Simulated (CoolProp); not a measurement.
Properties of 1-butene at several states (Tc = 419.3 K, pc = 4.006 MPa, ω = 0.192).

Model: reference Helmholtz-energy equation of state, Lemmon 2005, in CoolProp. It is a short technical equation, of lower accuracy than the large ones.

```tsv
T (K)	p (MPa)	phase	cp (kJ/(kg K))	Joule-Thomson coefficient (K/MPa)
429.7	0.18	gas	2.051	8.246
223.2	0.0721	liquid	2.021	-0.4747
409.9	0.0371	gas	1.962	9.377
517.3	0.0125	gas	2.362	4.799
```
